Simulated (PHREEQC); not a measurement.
**Ultrapure water in contact with air or piping: an equilibrium model**

Model water analysis in mg/L, 25 °C, pH 6.3, pe 8.4:

```csv
constituent,mg/L
Na,0.0665
K,0.0259
Ca,0.0429
Mg,0.000253
Cl,0.0804
S(6) as SO4,0.11
Alkalinity as HCO3,0.0733
N(5) as NO3,0.00023
Ba,0.005
```

Valence states are taken as typed.

Computed with PHREEQC (ion-association model, phreeqc.dat).

| Quantity | Result |
|---|---|
| ionic strength | 8.54e-6 mol/kgw |
| charge-balance error | 0.2 % |

| species | molality | activity | log γ |
|---|---|---|---|
| Na+ | 2.89e-6 | 2.88e-6 | -0.001 |
| Cl- | 2.27e-6 | 2.26e-6 | -0.001 |
| CO2 | 1.89e-6 | 1.89e-6 | 0.000 |
| HCO3- | 1.68e-6 | 1.68e-6 | -0.001 |
| SO4-2 | 1.15e-6 | 1.13e-6 | -0.006 |
| Ca+2 | 1.07e-6 | 1.06e-6 | -0.006 |
| K+ | 6.62e-7 | 6.60e-7 | -0.001 |
| H+ | 5.03e-7 | 5.01e-7 | -0.001 |
| Ba+2 | 3.64e-8 | 3.59e-8 | -0.006 |
| OH- | 2.03e-8 | 2.02e-8 | -0.001 |
| Mg+2 | 1.04e-8 | 1.03e-8 | -0.006 |

No solid was allowed to form.
